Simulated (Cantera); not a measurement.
Input: 1 mol SiO2, 2300 mol H2, held at 1427 °C and 16.0 mbar.

These are equilibrium values from Cantera (NASA tables, ideal gas, pure condensed phases), not measurements of a reactor. Candidate condensed phases: H2O, Si, SiO2; 18 gas species. The numbers say what is thermodynamically allowed, not how fast it happens.

Base state: H2 0.998, H 0.00116, SiO 0.000434, H2O 0.000434 (mole fractions); condensed: gas only.

### Question
What changes in the equilibrium state with this change: temperature from 1427 °C to 1775 °C?

### Answer
| species | before | after |
|---|---|---|
| H2 | 0.998 | 0.982 |
| H | 0.00116 | 0.0176 |
| SiO | 0.000434 | 0.000431 |
| H2O | 0.000434 | 0.000430 |

### Question
What changes in the equilibrium state with this change: temperature from 1427 °C to 527 °C?

### Answer
```csv
species,before,after
H2,0.998,1.00
H,0.00116,<1e-9
SiO,0.000434,<1e-9
H2O,0.000434,<1e-9
"SiO2(α-quartz), mol",0,1.00
```
